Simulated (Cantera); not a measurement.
A freely propagating, adiabatic, planar premixed flame of CH₄ : O₂ : N₂ : CO₂ = 1 : 1.82 : 6.84 : 1.2 (molar parts), unburnt at 675 K and 0.977 atm; unity-Lewis-number transport, grid criteria slope 0.08 and curve 0.16, no radiation.

Computed with Cantera and GRI-Mech 3.0 (53 species, 325 reactions). Unity Lewis numbers drop preferential diffusion, which matters most where H2 and H carry the flame. Burning velocities carry a grid error of a few per cent, more on coarse grids.

Problem. Predict: laminar burning velocity; thermal thickness; peak x(O); peak x(C₂H₂).

Solution. 
```
Quantity                      Value
------------------------  ---------
laminar burning velocity  61.3 cm/s
thermal thickness          0.559 mm
peak x(O)                   0.00275
peak x(C₂H₂)               0.000156
```
